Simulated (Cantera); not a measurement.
What does this Cantera script print?

```python
import numpy as np
import cantera as ct

gas = ct.Solution("h2o2.yaml")
gas.TPX = 600, 101325, {'H2': 1, 'O2': 0.455, 'N2': 1.82}
flame = ct.FreeFlame(gas, width=0.04)
flame.set_refine_criteria(ratio=3, slope=0.08, curve=0.16)
flame.transport_model = "mixture-averaged"
flame.solve(loglevel=0, auto=True)
z, T = flame.grid, flame.T
thick = (T[-1] - T[0]) / np.gradient(T, z).max()
show = ['H2', 'O2', 'OH', 'H', 'HO2', 'O']
print(f"laminar burning velocity  {flame.velocity[0] * 100:.3f} cm/s")
print(f"burnt temperature         {T[-1]:.1f} K")
print(f"thermal thickness         {thick * 1e3:.4f} mm")
print(f"grid points               {len(z)}")
z0 = z[flame.heat_release_rate.argmax()]
print(f"{'z/mm':>9s}{'T/K':>9s}{'u/(m/s)':>9s}" + "".join(f"{s:>11s}" for s in show))
rows = []
for k in (-3, -2, -1.5, -1, -0.5, -0.25, 0, 0.25, 0.5, 1, 2, 4, 8):
    zz = z0 + k * thick
    rows.append([k * thick, np.interp(zz, z, T), np.interp(zz, z, flame.velocity),
                 *(np.interp(zz, z, flame.X[gas.species_index(s)]) for s in show)])
    print(f"{rows[-1][0] * 1e3:9.3f}{rows[-1][1]:9.1f}{rows[-1][2]:9.3f}" + "".join(f"{x:11.3e}" for x in rows[-1][3:]))
```

It prints:

```
laminar burning velocity  751.928 cm/s
burnt temperature         2516.9 K
thermal thickness         0.4750 mm
grid points               130
     z/mm      T/K  u/(m/s)         H2         O2         OH          H        HO2          O
   -1.425    600.0    7.519  3.053e-01  1.389e-01  8.783e-18  1.472e-16  4.691e-13  2.492e-16
   -0.950    600.0    7.519  3.053e-01  1.389e-01  8.404e-15  5.090e-13  1.780e-10  2.322e-13
   -0.713    600.0    7.519  3.053e-01  1.389e-01  2.014e-13  2.561e-11  2.651e-09  5.330e-12
   -0.475    600.0    7.519  3.053e-01  1.389e-01  7.821e-11  1.832e-08  3.083e-07  1.066e-09
   -0.238    608.7    7.606  3.028e-01  1.391e-01  2.556e-05  9.704e-05  1.754e-04  4.681e-06
   -0.119    788.2    9.649  2.742e-01  1.350e-01  7.275e-04  5.278e-03  2.021e-04  2.680e-04
    0.000   1236.0   14.611  1.663e-01  9.534e-02  3.661e-03  3.968e-02  8.358e-05  5.415e-03
    0.119   1559.4   18.173  7.507e-02  3.790e-02  1.004e-02  6.441e-02  3.029e-05  1.136e-02
    0.238   1708.4   19.755  5.871e-02  2.364e-02  1.329e-02  6.073e-02  1.691e-05  1.167e-02
    0.475   1864.9   21.346  5.724e-02  1.892e-02  1.561e-02  4.842e-02  1.145e-05  1.011e-02
    0.950   2026.8   22.930  5.600e-02  1.531e-02  1.682e-02  3.547e-02  7.732e-06  7.782e-03
    1.900   2180.3   24.379  5.273e-02  1.168e-02  1.662e-02  2.431e-02  4.990e-06  5.387e-03
    3.800   2314.2   25.605  4.806e-02  8.297e-03  1.502e-02  1.571e-02  3.146e-06  3.352e-03
```

Computed with Cantera and the H2/O2 subset of GRI-Mech 3.0, which has no nitrogen chemistry. Burning velocities carry a grid error of a few per cent, more on coarse grids.
